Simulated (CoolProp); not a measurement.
A closed Brayton cycle with nitrogen: compressor inlet 333.15 K and 2.6 MPa, high pressure 5.78 MPa, turbine inlet 925 K, compressor efficiency 0.85, turbine efficiency 0.93, recuperator effectiveness 0 (on enthalpy, no pinch check). Each further row changes one setting.

Values from CoolProp's reference Helmholtz-energy equation of state, Span 2000.

```tsv
case	thermal efficiency (%)	net work (kJ/kg)	compressor to turbine work	compressor exit (K)	turbine exit (K)
as stated	14.9	81.3	0.57	434.2	762.2
turbine inlet 875 K	14.6	___	0.60	434.2	___
compressor inlet 343.15 K	___	78.0	0.58	447.1	762.2
high pressure 4.91 MPa	12.3	___	0.54	___	793.2
recuperator effectiveness 0.5	___	81.3	0.57	434.2	762.2
```

Problem. Some entries are withheld; supply them.

Solution. 
- turbine inlet 875 K, net work (kJ/kg): 71.1
- turbine inlet 875 K, turbine exit (K): 719.6
- compressor inlet 343.15 K, thermal efficiency (%): 14.7
- high pressure 4.91 MPa, net work (kJ/kg): 69.8
- high pressure 4.91 MPa, compressor exit (K): 411.6
- recuperator effectiveness 0.5, thermal efficiency (%): 22.1
